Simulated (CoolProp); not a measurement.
Vapour-liquid equilibrium of dimethyl ether (1) + R236EA (2) at 0.162 MPa; x and y are mole fractions of (1).

The numbers come from the multi-fluid Helmholtz-energy mixture model, Wu 2011 and Rui 2013; pair parameters Bell 2016 in CoolProp.

Problem. Give the bubble temperature and the first vapour's composition at x = 0.05, 0.55, 0.95. Is there an azeotrope?

Solution. x = 0.05: 18.0 °C, y = 0.060; x = 0.55: 6.2 °C, y = 0.786; x = 0.95: -12.0 °C, y = 0.996. No azeotrope shows between x = 0.05 and 0.95.

Pair parameters are fitted to limited data, so mixtures are less certain than the pure fluids.
